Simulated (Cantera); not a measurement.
Feed: 1 mol SiO2, 1.1 mol C, 0.58 mol H2, equilibrated at 730000 Pa.

Cantera equilibrium calculation (NASA polynomials, part measured and part estimated; ideal gas, pure solids and liquids). Candidate condensed phases: C, C6H6, C7H8, C8H18, H2O, Si, SiC, SiO2; 123 gas species. Mutual solubility and eutectic melting of coexisting phases are not modelled. The tables hold silica as quartz up to 1696 K and as liquid above; real silica turns to tridymite and cristobalite and melts near 1996 K. Gases not in the tables: Si2H6 and higher silanes. Rates play no part.

log p: log10 of the partial pressure in bar; n: condensed amount in mol.

| T (K) | log p H2 | log p CO | log p SiO | log p CH4 | log p H | log p H2O | n C(graphite) | n SiO2(β-quartz) | n SiC(s) | n SiO2(condensed) | n SiO2(l) |
|---|---|---|---|---|---|---|---|---|---|---|---|
| 1350 | 0.85 | -2.81 | -5.82 | -0.55 | -5.20 | -4.20 | 1.08 | 1.000 | 0 | 0 | 0 |
| 1450 | 0.85 | ___ | ___ | ___ | ___ | ___ | 1.09 | 1.000 | ___ | 0 | 0 |
| 1550 | 0.85 | ___ | ___ | ___ | ___ | ___ | 1.09 | 0.998 | ___ | 0 | 0 |
| 1650 | 0.85 | -0.70 | -3.16 | -1.18 | -3.62 | -3.05 | 1.07 | 0.992 | 0.00802 | 0 | 0 |
| 1750 | 0.82 | -0.17 | -2.49 | -1.40 | -3.22 | -2.79 | 1.01 | 0 | 0.0293 | 0.970 | 0 |
| 1850 | 0.72 | 0.30 | -1.90 | -1.74 | -2.91 | -2.63 | 0.773 | 0 | 0.108 | 0.891 | 0 |
| 1950 | 0.50 | 0.61 | -1.33 | -2.38 | -2.69 | -2.66 | 0 | 0 | 0.364 | 0.628 | 0 |
| 2050 | 0.49 | 0.60 | -0.73 | -2.77 | -2.40 | -2.59 | 0 | 0 | 0.355 | 0 | 0.610 |
| 2150 | 0.45 | 0.58 | -0.18 | -3.20 | -2.15 | -2.57 | 0 | 0 | 0.321 | 0 | 0.542 |

What belongs in the gaps?


- 1550, log p CO: -1.31
- 1550, log p SiO: -3.93
- 1550, log p CH4: -0.98
- 1550, log p H: -4.07
- 1550, log p H2O: -3.37
- 1550, n SiC(s): 0.00194
- 1450, log p CO: -2.01
- 1450, log p SiO: -4.81
- 1450, log p CH4: -0.78
- 1450, log p H: -4.60
- 1450, log p H2O: -3.76
- 1450, n SiC(s): 0.000390
